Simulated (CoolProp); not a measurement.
Saturation properties of CH2F2 (R32) (Tc = 78.1 °C, pc = 5.783 MPa, ω = 0.277).

Model: reference Helmholtz-energy equation of state, Tillner-Roth 1997, in CoolProp.

```json
[
 {"T (°C)": "-35.55", "p (MPa)": "0.2162", "vapour density (kg/m³)": "6.108", "surface tension (mN/m)": "17.5"},
 {"T (°C)": "-25.85", "p (MPa)": "0.3235", "vapour density (kg/m³)": "8.971", "surface tension (mN/m)": "15.7"},
 {"T (°C)": "-16.15", "p (MPa)": "0.4681", "vapour density (kg/m³)": "12.81", "surface tension (mN/m)": "13.9"},
 {"T (°C)": "-6.45", "p (MPa)": "0.6578", "vapour density (kg/m³)": "17.89", "surface tension (mN/m)": "12.1"},
 {"T (°C)": "3.25", "p (MPa)": "0.9011", "vapour density (kg/m³)": "24.50", "surface tension (mN/m)": "10.4"},
 {"T (°C)": "12.95", "p (MPa)": "1.207", "vapour density (kg/m³)": "33.08", "surface tension (mN/m)": "8.76"},
 {"T (°C)": "22.65", "p (MPa)": "1.586", "vapour density (kg/m³)": "44.18", "surface tension (mN/m)": "7.17"},
 {"T (°C)": "32.35", "p (MPa)": "2.048", "vapour density (kg/m³)": "58.65", "surface tension (mN/m)": "5.64"},
 {"T (°C)": "41.95", "p (MPa)": "2.598", "vapour density (kg/m³)": "77.57", "surface tension (mN/m)": "4.20"}
]
```

It boils at -51.7 °C under 1 atm.

Surface tension comes from a separate correlation (Mulero 2012).
